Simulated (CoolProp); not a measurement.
Vapour-liquid equilibrium of octamethyltrisiloxane (MDM) (1) + octamethylcyclotetrasiloxane (D4) (2) at 412 kPa; x and y are mole fractions of (1).

Computed with CoolProp (multi-fluid Helmholtz-energy mixture model, Thol 2017 and Thol 2015; pair parameters Bell 2016).

Task: Give the bubble temperature and the first vapour's composition at x = 0.2, 0.35, 0.425. Is there an azeotrope?

Result: x = 0.2: 234.9 °C, y = 0.262; x = 0.35: 231.0 °C, y = 0.431; x = 0.425: 229.1 °C, y = 0.509. No azeotrope shows between x = 0.05 and 0.95.

The pair parameters rest on a limited set of measurements; away from them the model extrapolates.
